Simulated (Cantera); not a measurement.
# Gas-phase reforming

An isothermal, constant-pressure homogeneous reactor starts with CH4 : H2O : N2 = 1 : 4.9 : 0.39 (molar parts), at 1975 K and 0.240 bar.

Cantera simulation using GRI-Mech 3.0 (53 species, 325 reactions); the numbers are that mechanism's predictions, not measurements.

```csv
t (s),x CH4,x H2O,x CO2,x CH2O,x O2
2.00e-5,0.156,0.778,3.96e-11,5.20e-6,1.79e-10
0.000138,0.125,0.762,5.09e-6,0.000317,1.31e-7
0.000946,0.0301,0.667,0.00135,8.02e-5,6.95e-7
0.00650,0.00789,0.549,0.0168,1.56e-5,4.93e-7
0.0447,0.000927,0.449,0.0246,9.34e-7,2.79e-7
0.308,3.42e-11,0.445,0.0247,3.61e-9,3.20e-7
2.11,3.42e-11,0.445,0.0247,3.61e-9,3.20e-7
14.5,3.42e-11,0.445,0.0247,3.61e-9,3.20e-7
100,3.42e-11,0.445,0.0247,3.61e-9,3.20e-7
```
x: mole fraction; the columns are a selection and need not sum to one.

Equilibrium at this temperature and pressure: CH4 4.11e-11, H2O 0.445, CO2 0.0247, CH2O 3.61e-9, O2 3.20e-7 (gas phase only).
